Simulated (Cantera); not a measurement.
## Stirred combustor or abatement burner

A perfectly stirred reactor is fed with 7.58 % CH₄, 19.4 % O₂, 73.0 % N₂, equivalence ratio 0.78, at 0.830 bar; it is adiabatic with a 573 K inlet, and is followed from long to short residence time, starting on the burning branch (τ in s: 0.08, 0.033, 0.014, 0.0057, 0.0024, 0.001, 0.00041, 0.00017, 7.2e-05, 3e-05).

Computed with Cantera and GRI-Mech 3.0 (53 species, 325 reactions).

```tsv
τ (s)	T (K)	x CH₄	x O₂	x H₂O	x CH₃	x H₂	x C₂H
0.080	2145	4.28e-6	0.0423	0.148	1.68e-6	0.000913	1.12e-12
0.033	2135	8.74e-6	0.0428	0.147	3.33e-6	0.00120	3.95e-12
0.014	2115	1.63e-5	0.0434	0.146	5.93e-6	0.00171	1.05e-11
0.0057	2081	3.05e-5	0.0445	0.144	1.03e-5	0.00260	2.43e-11
0.0024	2035	5.63e-5	0.0460	0.141	1.72e-5	0.00382	5.05e-11
0.0010	1974	0.000110	0.0481	0.138	3.00e-5	0.00534	1.08e-10
0.00041	1900	0.000235	0.0510	0.134	5.62e-5	0.00700	2.65e-10
0.00017	1816	0.000573	0.0557	0.130	0.000118	0.00854	8.02e-10
7.2e-5	1701	0.00207	0.0673	0.125	0.000351	0.0105	4.05e-9
3.0e-5	573	0.0758	0.194	<1e-12	<1e-12	<1e-12	<1e-12
```
x: mole fraction; the columns are a selection and need not sum to one.
